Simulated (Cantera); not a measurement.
Mixture: H2 : O2 : N2 = 1.6 : 0.568 : 2.14 (molar parts), equivalence ratio 1.4, at 5.13 atm, adiabatic and at constant volume. Ignition delay is the time to a rise of 400 K.

Cantera simulation using GRI-Mech 3.0 (53 species, 325 reactions); the numbers are that mechanism's predictions, not measurements. The hydrogen kinetics of GRI-Mech 3.0 are dated; newer H2 mechanisms differ, most at raised pressure. Where the delays flatten at high temperature, the 400 K rule measures the pace of heat release, not the induction time.

Task: Predict: delay at 1200 K; delay at 1300 K; delay at 1400 K; delay at 1500 K; delay at 1600 K.

Result: 
| Quantity | Result |
|---|---|
| delay at 1200 K | 16.5 µs |
| delay at 1300 K | 6.48 µs |
| delay at 1400 K | 3.82 µs |
| delay at 1500 K | 2.61 µs |
| delay at 1600 K | 1.93 µs |
